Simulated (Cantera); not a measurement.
A perfectly stirred reactor is fed with H2 : O2 : N2 = 1 : 0.926 : 3.48 (molar parts), at 0.300 bar; it is adiabatic with a 400 K inlet, and is followed from long to short residence time, starting on the burning branch (τ in s: 0.25, 0.13, 0.067, 0.035, 0.018, 0.0092, 0.0047, 0.0024, 0.0013, 0.00064, 0.00033, 0.00017, 8.8e-05).

Model: the H2/O2 subset of GRI-Mech 3.0, which has no nitrogen chemistry, integrated in Cantera.

Question: Predict: blow-out, bracketed by the residence times tried; x(H2) at τ = 0.250 s; x(O2) at τ = 0.250 s; x(H) at τ = 0.250 s; x(H2O) at τ = 0.250 s; x(OH) at τ = 0.250 s; x(H2) at τ = 4.70 ms; x(O2) at τ = 4.70 ms; x(H) at τ = 4.70 ms; x(H2O) at τ = 4.70 ms; x(OH) at τ = 4.70 ms.

Answer: 
| Property | Value |
|---|---|
| blow-out, bracketed by the residence times tried | burning at 0.170 ms, out at 88.0 µs |
| x(H2) at τ = 0.250 s | 0.000483 |
| x(O2) at τ = 0.250 s | 0.0861 |
| x(H) at τ = 0.250 s | 9.53e-5 |
| x(H2O) at τ = 0.250 s | 0.202 |
| x(OH) at τ = 0.250 s | 0.00271 |
| x(H2) at τ = 4.70 ms | 0.00545 |
| x(O2) at τ = 4.70 ms | 0.0854 |
| x(H) at τ = 4.70 ms | 0.00414 |
| x(H2O) at τ = 4.70 ms | 0.190 |
| x(OH) at τ = 4.70 ms | 0.00749 |
